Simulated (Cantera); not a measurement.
A Cantera script and what it prints.

```python
import numpy as np
import cantera as ct

gas_names = """
    B BH BH2 BH3 BN B2 H H2 N NH NH2 NH3 N2 N2H2 N2H4
""".split()
cond_names = """
    B(b) B(L) BN(s)
""".split()


def load(file, names, dense=False):
    # The tables refer to 1 bar. Condensed volumes are neglected.
    table = {s.name: s for s in ct.Species.list_from_file(file)}
    out = []
    for n in names:
        d = dict(table[n].input_data)
        d["thermo"] = dict(d["thermo"], **{"reference-pressure": 1e5})
        if dense:
            d["equation-of-state"] = {"model": "constant-volume", "density": "1e6 g/cm^3"}
        out.append(ct.Species.from_dict(d))
    return out


gas = ct.Solution(thermo="ideal-gas", species=load("nasa_gas.yaml", gas_names))
cond = {s.name: ct.Solution(thermo="fixed-stoichiometry", species=[s], name=s.name)
        for s in load("nasa_condensed.yaml", cond_names, dense=True)}
atoms = {
    'borazine': {'B': 3, 'N': 3, 'H': 6},
    'NH3': {'N': 1, 'H': 3},
    'H2': {'H': 2},
}
top_T = {'BN(s)': 3200}  # K; cautious upper limits of use, not melting points


def equilibrate(T, P, feed):
    n = {}
    for name, mol in feed.items():
        for a, k in atoms[name].items():
            n[a] = n.get(a, 0.0) + k * mol
    gas.TPX = T, P, n
    mass = sum(n.values()) * gas.mean_molecular_weight
    gas.equilibrate("TP")
    valid = [c for c in cond.values() if c.min_temp <= T <= top_T.get(c.name, c.max_temp)]
    mix = ct.Mixture([(gas, mass / gas.mean_molecular_weight)] + [(c, 0.0) for c in valid])
    mix.T, mix.P = T, P
    mix.equilibrate("TP", solver="vcs", rtol=1e-11, max_steps=5000)
    return mix


results = []
feed = {'borazine': 1, 'NH3': 2.3, 'H2': 0.22}  # mol
T = 2225  # K
for P in [10, 28, 77, 220, 600, 1700, 4600, 13000, 36000, 100000]:
    mix = equilibrate(T, P, feed)
    results.append((T, P, feed, dict(zip(mix.species_names, mix.species_moles))))

top = {s: max(r[3][s] / sum(r[3][g] for g in gas_names) for r in results) for s in gas_names}
cols = sorted((s for s in top if top[s] > 0.001), key=lambda s: -top[s])[:6]
seen = [c for c in cond_names if any(r[3].get(c, 0) > 1e-12 for r in results)]
print("log10 of partial pressures in bar; condensed amounts in mol")
print(f"{'P/Pa':>10s}" + "".join(f"{s[:9]:>10s}" for s in cols + seen))
for T, P, feed, n in results:
    ng = sum(n[g] for g in gas_names)
    print(f"{P:10.4g}" + "".join(f"{np.log10(max(n[s] / ng * P / 1e5, 1e-99)):10.3f}" for s in cols)
          + "".join(f"{n.get(c, 0):10.4g}" for c in seen))
```

Output:

```
log10 of partial pressures in bar; condensed amounts in mol
      P/Pa        H2         H        N2         B       BH2      B(b)     BN(s)
        10    -4.449    -4.413    -4.661    -5.416    -7.276     2.523         0
        28    -3.875    -4.126    -4.168    -5.416    -6.702      2.84         0
        77    -3.364    -3.871    -3.702    -5.416    -6.191     2.939         0
       220    -2.865    -3.621    -3.229    -5.416    -5.692     2.973         0
       600    -2.405    -3.391    -2.783    -5.416    -5.232     2.984         0
      1700    -1.861    -3.119    -2.610    -5.420    -4.693         0     2.988
      4600    -1.420    -2.899    -2.175    -5.638    -4.469         0     2.994
   1.3e+04    -0.963    -2.670    -1.722    -5.865    -4.239         0     2.996
   3.6e+04    -0.518    -2.447    -1.278    -6.086    -4.015         0     2.998
     1e+05    -0.072    -2.225    -0.834    -6.309    -3.792         0     2.999
```

Method: chemical equilibrium by Gibbs-energy minimisation in Cantera with the NASA 1993 tables (ideal gas, pure condensed phases). The feed counts by its element totals alone. The tables' values for BH2 are old estimates; treat these amounts as uncertain.
